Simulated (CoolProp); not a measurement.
A single-stage vapour-compression cycle with the fluid: evaporating at 223.15 K (dew point), condensing at 270.15 K (bubble point), superheat 2 K, subcooling 8 K, compressor efficiency 0.7, no pressure losses. The same conditions are run with several fluids, on thermodynamics alone (safety and materials aside).

Values from CoolProp's reference Helmholtz-energy equation of state of each fluid (fluoroethane (R161): Wu 2012; R134a: Tillner-Roth 1994; ethane: Bücker 2006; carbonyl sulfide: Lemmon 2006; vinyl chloride: Thol 2022; R13: Platzer 1990). The equations of Platzer and Polt are older, rougher fits.

| fluid | cooling COP | pressure ratio | discharge temperature (K) | refrigerating effect (kJ/kg) | volumetric capacity (kJ/m³) |
|---|---|---|---|---|---|
| fluoroethane (R161) | 2.91 | 7.17 | 334.7 | 362 | 523 |
| R134a | 2.92 | 8.91 | 309.9 | 184 | 300 |
| ethane | 2.64 | 4.02 | 313.6 | 320 | 3180 |
| carbonyl sulfide | 2.86 | 5.82 | 363.4 | 263 | 885 |
| vinyl chloride | 2.91 | 8.99 | 360.2 | 328 | 191 |
| R13 | 2.60 | 4.36 | 300.3 | 93.1 | 2430 |
